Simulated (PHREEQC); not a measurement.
Consider water at 20 °C with 0.0031 mol/kgw HCl, 0.00088 mol/kgw MnSO4 and 0.014 mol/kgw Na2SO4. Closed to the air; pH follows from the charge balance.

The numbers come from PHREEQC with the ion-association model, wateq4f.dat.

- pH = 2.77
- ionic strength = 0.0436 mol/kgw
- total alkalinity = -3.10 meq/kg

```json
[
 {"species": "Na+", "molality": "0.0272", "activity": "0.0226", "log γ": "-0.080"},
 {"species": "SO4-2", "molality": "0.0127", "activity": "0.00612", "log γ": "-0.317"},
 {"species": "Cl-", "molality": "0.00310", "activity": "0.00255", "log γ": "-0.085"},
 {"species": "H+", "molality": "0.00199", "activity": "0.00172", "log γ": "-0.065"},
 {"species": "HSO4-", "molality": "0.00111", "activity": "0.000918", "log γ": "-0.081"},
 {"species": "NaSO4-", "molality": "0.000803", "activity": "0.000672", "log γ": "-0.077"},
 {"species": "Mn+2", "molality": "0.000588", "activity": "0.000295", "log γ": "-0.300"},
 {"species": "MnSO4", "molality": "0.000288", "activity": "0.000291", "log γ": "0.004"},
 {"species": "MnCl+", "molality": "3.67e-6", "activity": "3.06e-6", "log γ": "-0.079"},
 {"species": "MnCl2", "molality": "3.37e-9", "activity": "3.41e-9", "log γ": "0.004"}
]
```

Precipitation was switched off in this run.
